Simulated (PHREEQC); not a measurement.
Consider water at 25 °C with 2.2 mmol/kgw CdCl2 and 0.17 mmol/kgw H3BO3. Closed to the air; pH follows from the charge balance.

Model: ion-association model, wateq4f.dat, run in PHREEQC.

Each row changes one thing in this solution. No solid was allowed to form.

| case | pH | ionic strength (mol/kgw) | Cl- (mol/kgw) | H2BO3- (mol/kgw) |
|---|---|---|---|---|
| as made | 6.21 | 0.00564 | 0.00392 | 1.72e-7 |
| diluted 5-fold with water | ___ | 0.00126 | 0.000851 | ___ |
| H3BO3 from 0.00017 to 0.00085 mol/kgw | 6.05 | 0.00564 | 0.00392 | ___ |
| CdCl2 replaced by MgCl2 at the same molality | ___ | 0.00660 | 0.00440 | 3.15e-7 |
| CdCl2 from 0.0022 to 0.022 mol/kgw | ___ | 0.0386 | 0.0297 | 5.94e-8 |
| CdCl2 replaced by MnCl2 at the same molality | 6.41 | 0.00654 | 0.00437 | 2.76e-7 |

Problem. Complete the blanks.

Solution. 
- diluted 5-fold with water, pH: 6.58
- diluted 5-fold with water, H2BO3- (mol/kgw): 7.70e-8
- H3BO3 from 0.00017 to 0.00085 mol/kgw, H2BO3- (mol/kgw): 6.03e-7
- CdCl2 replaced by MgCl2 at the same molality, pH: 6.47
- CdCl2 from 0.0022 to 0.022 mol/kgw, pH: 5.69

Complexes and solids missing from the database can't appear.
